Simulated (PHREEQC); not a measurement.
1 kg of water holding 6.7 mmol/kgw NaCl and 14 mmol/kgw Na2SO4 is evaporated at 25 °C; the solids stay in contact with the brine. No CO2 enters from the air. Solids allowed: Halite, Mirabilite, Thenardite. Others were left out.

Model: Pitzer model, pitzer.dat, run in PHREEQC.

```csv
water left (kg),ionic strength,water activity,Mirabilite (mol),Cl in solution (mol/kgw),Na in solution (mol/kgw),S in solution (mol/kgw)
1,0.0487,0.999,0,0.00670,0.0347,0.0140
0.5552,[?],0.998,0,0.0121,[?],0.0252
0.375,0.130,0.998,0,0.0179,0.0925,0.0373
0.2082,0.234,0.996,0,0.0322,0.167,0.0672
0.1156,0.421,0.993,0,0.0580,0.300,0.121
0.06418,[?],0.988,0,0.104,0.541,0.218
0.04335,1.12,[?],0,0.155,0.800,0.323
0.02407,[?],0.970,0,0.278,[?],0.582
0.01337,3.64,0.947,0,0.501,2.60,1.05
0.00903,5.39,[?],0,0.742,[?],1.55
0.0034,6.43,0.873,0.00895,1.97,4.94,1.49
```

**Question.** Some entries are withheld; supply them.

**Answer.** 
- 0.5552, ionic strength: 0.0877
- 0.5552, Na in solution (mol/kgw): 0.0625
- 0.06418, ionic strength: 0.759
- 0.04335, water activity: 0.983
- 0.02407, ionic strength: 2.02
- 0.02407, Na in solution (mol/kgw): 1.44
- 0.00903, water activity: 0.921
- 0.00903, Na in solution (mol/kgw): 3.84

Complexes and solids missing from the database can't appear.
